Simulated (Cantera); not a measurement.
An isothermal, constant-pressure homogeneous reactor starts with C2H6 : N2 : H2O = 1 : 4.9 : 0.046 (molar parts), at 1650 K and 0.00380 bar.

Detailed kinetics in Cantera: GRI-Mech 3.0 (53 species, 325 reactions). GRI-Mech 3.0 stops at C3 and has no aromatics, soot or wall deposition, so with more carbon than oxygen in the feed, carbon stays in small species such as C2H2 where larger ones or solid carbon would form. Radical loss at walls, strong at low pressure, is not modelled.

### Question
Predict: x(C2H6) at 10.0 s; x(H2) at 10.0 s; x(CH3) at 10.0 s; x(H) at 10.0 s; x(C2H4) at 10.0 s; x(CH2) at 10.0 s; x(C2H) at 10.0 s.

### Answer
| Item | Value |
|---|---|
| x(C2H6) at 10.0 s | 1.04e-7 (gas-phase equilibrium 1.44e-11) |
| x(H2) at 10.0 s | 0.249 (gas-phase equilibrium 0.258) |
| x(CH3) at 10.0 s | 0.000145 (gas-phase equilibrium 1.50e-6) |
| x(H) at 10.0 s | 0.000530 (gas-phase equilibrium 0.000754) |
| x(C2H4) at 10.0 s | 1.58e-5 (gas-phase equilibrium 4.81e-6) |
| x(CH2) at 10.0 s | 2.96e-7 (gas-phase equilibrium 4.31e-9) |
| x(C2H) at 10.0 s | 1.14e-6 (gas-phase equilibrium 8.65e-7) |
